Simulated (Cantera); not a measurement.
Feed: 1 mol Nb, 8.7 mol O2, 74 mol H2, equilibrated at 1277 °C and 0.00555 Torr.

Equilibrium computed with Cantera from the NASA thermochemical tables; the gas is ideal and each condensed phase is pure. Candidate condensed phases: H2O, Nb, NbO, NbO2, Nb2O5; 12 gas species. Condensed phases not in the tables: the oxides between NbO2 and Nb2O5. Rates play no part.

Base state: H2 0.789, H2O 0.200, H 0.0103, OH 8.77e-5, NbO2 2.38e-5 (mole fractions); condensed: Nb2O5(s).

### Question
What changes in the equilibrium state with this change: O2 from 8.7 to 0.015 mol?

### Answer
```json
[
 {"species": "H2", "before": "0.789", "after": "0.988"},
 {"species": "H", "before": "0.0103", "after": "0.0115"},
 {"species": "H2O", "before": "0.200", "after": "9.12e-5"},
 {"species": "NbO2", "before": "2.38e-5", "after": "1.68e-6"},
 {"species": "OH", "before": "8.77e-5", "after": "3.57e-8"},
 {"species": "Nb2O5(s), mol", "before": "0.499", "after": "0"},
 {"species": "Nb(s), mol", "before": "0", "after": "0.977"},
 {"species": "NbO(s), mol", "before": "0", "after": "0.0229"}
]
```
Mutual solubility and eutectic melting of coexisting phases are not modelled. NbO: taken at fixed stoichiometry. Condensed phases not in the tables: N, O or C dissolved in the metal.
